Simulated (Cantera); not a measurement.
Feed: 1 mol TiO2, 13 mol Cl2, equilibrated at 1102 °C and 100000 Pa.

Equilibrium computed with Cantera from the NASA thermochemical tables; the gas is ideal and each condensed phase is pure. Equilibrium is a limit: real reactors are often held back by kinetics, nucleation or transport.

| species | before | after |
|---|---|---|
| Cl2 | 0.952 | 1.000 |
| TiCl4 | 0.0127 | 7.39e-5 |
| O2 | 0.0126 | 7.38e-5 |
| Cl | 0.0228 | 1.58e-5 |
| ClO | 7.48e-5 | 1.50e-8 |
| TiO2(rutile), mol | 0.834 | 0.999 |
Gas species are given as mole fractions.

Which change was made?
A) pressure from 100000 Pa to 13300 Pa
B) temperature from 1102 °C to 550 °C
C) temperature from 1102 °C to 1375 °C
D) pressure from 100000 Pa to 54.0 Pa

B, temperature from 1102 °C to 550 °C. Condensed phases not in the tables: TiOCl
